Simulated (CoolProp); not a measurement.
The numbers come from the reference Helmholtz-energy equation of state, Akasaka 2023 in CoolProp.

Q: Give the vapour pressure (bar), liquid density (kg/m³), vapour density (kg/m³), enthalpy of vaporisation (kJ/kg) of saturated R1224YDZ at -33.55, -1.75 °C.

A: 
| T (°C) | p (bar) | liquid density (kg/m³) | vapour density (kg/m³) | enthalpy of vaporisation (kJ/kg) |
|---|---|---|---|---|
| -33.55 | 0.0980 | 1510 | 0.739 | 192 |
| -1.75 | 0.509 | 1430 | 3.46 | 177 |
